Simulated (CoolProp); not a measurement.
The numbers come from the reference Helmholtz-energy equation of state, Eisenbach 2021 in CoolProp.

Problem. For propylene glycol, give the phase and the density (kg/m³), Joule-Thomson coefficient (K/MPa), isothermal compressibility (1/MPa), fugacity coefficient at 620 K and 67.7 bar.

Solution. 
- 620 K and 67.7 bar: liquid; density 687, Joule-Thomson coefficient 0.296, isothermal compressibility 0.00689, fugacity coefficient 0.412
